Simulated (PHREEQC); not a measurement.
Solution (70 °C): 100 mmol/kgw NaOH. Closed to the air; pH follows from the charge balance.

Computed with PHREEQC (Pitzer model, pitzer.dat).

No solid was allowed to form.

Predict the pH, density.

pH 11.67; density 0.982 g/cm³.

Away from 25 °C the constants follow the database's enthalpies or fits; those with neither stay at their 25 °C values.
